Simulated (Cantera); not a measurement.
Carbon deposition, reforming and gasification: CH3OH + NH3 + N2

Feed: 1 mol CH3OH, 1.5 mol NH3, 1.4 mol N2, at 875 K.

Method: chemical equilibrium by Gibbs-energy minimisation in Cantera with the NASA 1993 tables (ideal gas, pure condensed phases). Candidate condensed phases: C, C6H6, C7H8, C8H18, H2O; 136 gas species. The ideal-gas law is rough above about 30 bar. Equilibrium is a limit: real reactors are often held back by kinetics, nucleation or transport.

```json
[
 {"P (Pa)": "10", "x H2": "0.574", "x N2": "0.291", "x CH4": "1.44e-5", "x H2O": "3.16e-5", "x CO": "0.135", "x CO2": "1.96e-5", "n C(graphite)": "0.000271"},
 {"P (Pa)": "160", "x H2": "0.574", "x N2": "0.291", "x CH4": "0.000230", "x H2O": "0.000502", "x CO": "0.134", "x CO2": "0.000310", "n C(graphite)": "0.00430"},
 {"P (Pa)": "2500", "x H2": "0.569", "x N2": "0.295", "x CH4": "0.00353", "x H2O": "0.00707", "x CO": "0.122", "x CO2": "0.00400", "n C(graphite)": "0.0550"},
 {"P (Pa)": "40000", "x H2": "0.500", "x N2": "0.323", "x CH4": "0.0436", "x H2O": "0.0519", "x CO": "0.0637", "x CO2": "0.0174", "n C(graphite)": "0.171"},
 {"P (Pa)": "630000", "x H2": "0.304", "x N2": "0.379", "x CH4": "0.153", "x H2O": "0.140", "x CO": "0.0108", "x CO2": "0.0131", "n C(graphite)": "0"},
 {"P (Pa)": "10000000", "x H2": "0.221", "x N2": "0.397", "x CH4": "0.186", "x H2O": "0.186", "x CO": "0.000180", "x CO2": "0.000400", "n C(graphite)": "0"}
]
```
x: gas mole fraction; n: condensed amount in mol.

From 10.0 Pa to 0.400 bar the condensed part is C(graphite). From 6.30 bar to 100 bar nothing is condensed. The main C-bearing gas is CO at 10.0 Pa and CH4 at 100 bar.
